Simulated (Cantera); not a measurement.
Thermodynamics of silicon epitaxy and polysilicon growth, feed SiHCl₃ + H₂

Charge: 1 mol SiHCl₃, 67 mol H₂, held at 1.20 mbar.

Cantera equilibrium calculation (NASA polynomials, part measured and part estimated; ideal gas, pure solids and liquids). Candidate condensed phases: Si; 19 gas species. The tables' values for SiCl₃, SiCl are old estimates; treat these amounts as uncertain. Gases not in the tables: Si₂H₆ and higher silanes. Equilibrium is a limit: real reactors are often held back by kinetics, nucleation or transport.

| T (K) | log p H₂ | log p HCl | log p SiCl₄ | log p SiCl₂ | n Si(s) | n Si(l) |
|---|---|---|---|---|---|---|
| 800 | -2.93 | -5.30 | -4.99 | -7.67 | 0.287 | 0 |
| 950 | -2.93 | -4.64 | -5.24 | -6.16 | 0.534 | 0 |
| 1100 | -2.94 | -4.37 | -6.29 | -5.50 | 0.758 | 0 |
| 1250 | -2.94 | -4.36 | -7.83 | -5.38 | 0.755 | 0 |
| 1400 | -2.94 | -4.37 | -9.11 | -5.33 | 0.729 | 0 |
| 1550 | -2.94 | -4.38 | -10.14 | -5.29 | 0.704 | 0 |
| 1700 | -2.94 | -4.39 | -11.00 | -5.28 | 0 | 0.644 |
log p: log10 of the partial pressure in bar; n: condensed amount in mol.

From 800 K to 1550 K the condensed part is Si(s). At 1700 K the condensed part is Si(l). The main Si-bearing gas is SiCl₄ at 800 K and SiCl₂ at 1700 K. The share of Si in condensed phases is highest at 1100 K (75.8 %) and lowest at 800 K (28.7 %).
